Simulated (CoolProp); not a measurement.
The fluid at 293.15 K and 10 MPa flows at 3 m/s in a round tube of 10 mm bore and 0.25 µm roughness, fully developed (64/Re and Nu = 3.66 if laminar; Colebrook and Gnielinski if turbulent). The same conditions are run with several fluids, on thermodynamics alone (safety and materials aside).

Model: reference Helmholtz-energy equation of state of each fluid (nitrogen: Span 2000; dry air: Lemmon 2000; methane: Setzmann 1991; CF4 (R14): Platzer 1990; C2F6 (R116): Lemmon 2006), in CoolProp. The equations of Platzer and Polt are older, rougher fits. Blends and air are pseudo-pure fits.

```tsv
fluid	Reynolds number	Darcy friction factor	pressure drop (Pa/m)	heat-transfer coefficient (W/(m² K))	mass flow (kg/h)
nitrogen	175000	0.0162	840	922	…
dry air	…	0.0162	877	…	102
methane	…	…	575	1490	66.4
CF4 (R14)	499000	0.0135	3260	2810	…
C2F6 (R116)	284000	0.0149	7960	…	…
```

Q: Fill in the missing entries.

A: 
- nitrogen, mass flow (kg/h): 97.4
- dry air, Reynolds number: 177000
- dry air, heat-transfer coefficient (W/(m² K)): 935
- methane, Reynolds number: 171000
- methane, Darcy friction factor: 0.0163
- CF4 (R14), mass flow (kg/h): 454
- C2F6 (R116), heat-transfer coefficient (W/(m² K)): 4890
- C2F6 (R116), mass flow (kg/h): 1010

Transport values come from each fluid's own correlations; those of CF4 (R14), C2F6 (R116) are estimates that may be off by 10 % or more.
